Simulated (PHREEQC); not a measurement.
HCl is added in steps, without added water, to 1 kg of water holding 0.057 mol ZnSO4 and 7.2e-05 mol NaF, at 20 °C. Oxygen is held at 0.21 atm. CO2 from the air is kept out. Only these solids could form: Zn(OH)2-e, Zn4(OH)6SO4, Zn5(OH)8Cl2, Halite, Mirabilite, Goslarite, ZnF2.

Base run: PHREEQC, ion-association model, wateq4f.dat. Each further column changes one thing. The table gives F- (mol/kgw).

```csv
HCl added (mol),base,Debye-Hückel limiting law,metal-ligand complexes left out,all activity coefficients set to 1,database phreeqc.dat
0,6.26e-5,6.64e-5,7.18e-5,5.99e-5,6.31e-5
0.0009125,4.65e-5,5.20e-5,5.73e-5,3.96e-5,4.68e-5
0.001521,3.95e-5,4.54e-5,5.03e-5,3.21e-5,3.99e-5
0.002433,3.23e-5,3.81e-5,4.25e-5,2.49e-5,3.25e-5
0.003346,2.72e-5,3.28e-5,3.67e-5,[?],2.75e-5
0.003954,2.46e-5,3.00e-5,3.36e-5,[?],2.49e-5
0.004867,2.16e-5,2.66e-5,2.98e-5,1.54e-5,2.17e-5
0.005779,1.91e-5,2.39e-5,2.68e-5,1.35e-5,1.93e-5
0.006387,1.78e-5,2.24e-5,2.50e-5,1.24e-5,1.80e-5
0.0073,1.61e-5,2.04e-5,2.28e-5,[?],1.63e-5
```

Q: Complete the blanks.

A: 
- 0.003346, all activity coefficients set to 1: 2.03e-5
- 0.003954, all activity coefficients set to 1: 1.81e-5
- 0.0073, all activity coefficients set to 1: 1.11e-5

 phreeqc.dat and wateq4f.dat share most of their constants, so their agreement is no independent check. Solids allowed in the column 'database phreeqc.dat': Halite, Zn(OH)2(e).
